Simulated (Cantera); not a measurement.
Charge: 1 mol C₂H₄, 84 mol H₂, 0.24 mol N₂, equilibrated at 10.0 mbar.

These are equilibrium values from Cantera (NASA tables, ideal gas, pure condensed phases), not measurements of a reactor. Candidate condensed phases: C, C₆H₆, C₇H₈, C₈H₁₈; 92 gas species. Rates play no part. All values below are at 2898 K.

Base state: H 0.658, H₂ 0.332, C₂H₂ (acetylene) 0.00344, HCN 0.00138, C₃ 0.00109, C₂H 0.00101, N₂ 0.000918, C 0.000882 (mole fractions); condensed: gas only.

Q: What changes in the equilibrium state with this change: pressure from 10.0 mbar to 31.0 Pa?

A: 
```csv
species,before,after
H,0.658,0.967
H₂,0.332,0.0222
C,0.000882,0.00774
C₄H₂,1.48e-5,5.42e-9
C₂H₂ (acetylene),0.00344,1.70e-5
HCN,0.00138,0.000108
HNC,0.000240,1.87e-5
```
